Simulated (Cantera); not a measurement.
Input: 1 mol BN, 6.2 mol Cl2, 26 mol H2, equilibrated at 450 °C and 13.3 mbar.

Cantera equilibrium calculation (NASA polynomials, part measured and part estimated; ideal gas, pure solids and liquids). Candidate condensed phases: B, BN, NH4Cl; 21 gas species. Rates play no part.

Base state: H2 0.615, HCl 0.385 (mole fractions); condensed: BN(s).

Q: What changes in the equilibrium state with this change: Cl2 from 6.2 to 11 mol?

A: 
```tsv
species	before	after
HCl	0.385	0.595
H2	0.615	0.405
BN(s), mol	1.000	1.000
```
